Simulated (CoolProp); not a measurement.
A single-stage vapour-compression cycle with R1336mzz(E): evaporating at 269.15 K (dew point), condensing at 333.15 K (bubble point), superheat 2 K, subcooling 2 K, compressor efficiency 0.9, no pressure losses. Each further row changes one setting.

Model: reference Helmholtz-energy equation of state, Akasaka 2023, in CoolProp.

```tsv
case	cooling COP	pressure ratio	discharge temperature (K)	refrigerating effect (kJ/kg)	volumetric capacity (kJ/m³)
as stated	2.51	9.35	333.1	83.4	383
evaporating temperature 274.15 K	2.88	7.50	333.1	87.1	492
condensing temperature 328.15 K	2.87	8.14	328.2	89.9	413
subcooling 7 K	2.70	9.35	333.1	89.9	413
superheat 12 K	2.60	9.35	334.2	91.5	403
compressor efficiency 0.8	2.23	9.35	333.1	83.4	383
```

The compression ends wet for: as stated; evaporating temperature 274.15 K; condensing temperature 328.15 K; subcooling 7 K; compressor efficiency 0.8.
